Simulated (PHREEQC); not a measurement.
A PHREEQC input (ion-association model, wateq4f.dat):

```
SOLUTION 1
  temp 25
  units mg/L
  pH 12.5
  pe 10.4
  Na 44.7
  K 15.9
  Ca 106
  Mg 8.67
  Cl 119
  S(6) 0.257 as SO4
  Alkalinity 309 as HCO3
  Ni 9.15
  F 1.54
END
USE solution 1
EQUILIBRIUM_PHASES 1
  Quartz 0 0.5
  Fluorite 0 0
  CO2(g) -3.4 10
END
```

It stops with these messages:

```
WARNING: Maximum iterations exceeded, 100
WARNING: Maximum iterations exceeded, 100
WARNING: The program has failed to converge to a numerical solution.
ERROR:           Alkalinity has not converged. Total: 5.069829e-03	Calculated: 3.901022e-03	Residual: 1.168807e-03
ERROR: Is non-carbonate alkalinity greater than total alkalinity?
ERROR:                   Ca has not converged. Total: 2.647761e-03	Calculated: 2.500494e-03	Residual: 1.472673e-04
ERROR:                   Cl has not converged. Total: 3.360428e-03	Calculated: 3.370296e-03	Residual: -9.867593e-06
ERROR:                    F has not converged. Total: 8.115295e-05	Calculated: 8.142680e-05	Residual: -2.738459e-07
ERROR:                    K has not converged. Total: 4.070978e-04	Calculated: 4.082934e-04	Residual: -1.195572e-06
ERROR:                   Mg has not converged. Total: 3.570253e-04	Calculated: 2.896222e-04	Residual: 6.740317e-05
ERROR:                   Na has not converged. Total: 1.946583e-03	Calculated: 1.952553e-03	Residual: -5.970106e-06
ERROR:                   Ni has not converged. Total: 1.560305e-04	Calculated: 1.404984e-04	Residual: 1.553214e-05
ERROR:                 S(6) has not converged. Total: 2.678385e-06	Calculated: 2.591364e-06	Residual: 8.702138e-08
ERROR:                   Mu Ionic strength has not converged. 	Residual: 4.387790e-04
ERROR:               A(H2O) Activity of water has not converged. 	Residual: -9.992946e-01
ERROR: Model failed to converge for initial solution  1.
```

### Question
What went wrong, and how is it mended?

### Answer
The fault: pH typed as 12.5 with the alkalinity kept. The line should read `pH 6.45` where the input has `pH 12.5`. With the mend the run ends at pH 8.76 and ionic strength 0.0105 mol/kgw.
